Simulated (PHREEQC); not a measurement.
Dissolve 0.0044 mol/kgw Fe2(SO4)3 at 85 °C. Closed to the air; pH follows from the charge balance.

All values are PHREEQC results (ion-association model, phreeqc.dat), not measurements.

This is a speciation only: nothing precipitates in the calculation.

**Question.** Predict the pH, ionic strength.

**Answer.** pH 2.61; ionic strength 0.0246 mol/kgw.

**Question.** In which forms is S present?

**Answer.** SO4-2 41 %, HSO4- 28 %, FeSO4+ 26 %, Fe(SO4)2- 3.9 % of the S.

Examples of supersaturated solids here: Hematite (slow to form), Goethite (slow to form). Others may be too. At this temperature some constants are extrapolated from 25 °C, and those without enthalpy data are left unchanged.
